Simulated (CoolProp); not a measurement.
Vapour-liquid equilibrium of CH2F2 (R32) (1) + toluene (2) at 322.6 K; x and y are mole fractions of (1).

Values from CoolProp's multi-fluid Helmholtz-energy mixture model, Tillner-Roth 1997 and Lemmon 2006; pair parameters Bell 2016.

Give the bubble pressure and the first vapour's composition at x = 0.25, 0.35, 0.65. Is there an azeotrope?

x = 0.25: 1.525 MPa, y = 0.988; x = 0.35: 1.827 MPa, y = 0.990; x = 0.65: 2.230 MPa, y = 0.991. No azeotrope shows between x = 0.05 and 0.95.

Pair parameters are fitted to limited data, so mixtures are less certain than the pure fluids. The gap from Raoult's law changes sign with composition, which may be real or a fault of the pair parameters; it wasn't checked against measurements. With so large a gap from Raoult's law the liquid may split in two, which this calculation doesn't test in full.
